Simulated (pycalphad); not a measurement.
CALPHAD calculation (pycalphad, COST 507 light-alloy database (1999)), 1 atm. The data set is of 1999 and partly superseded.

Si-26.58Sn (wt.%): equilibrium cooling sequence

```tsv
T (K)	phases above	phases below
1659.5	liquid	diamond (Si) + liquid
505.0	diamond (Si) + liquid	bct (Sn) + diamond (Si)
```

Changes were sought between steps of 50 K, so a narrower field can be missed.
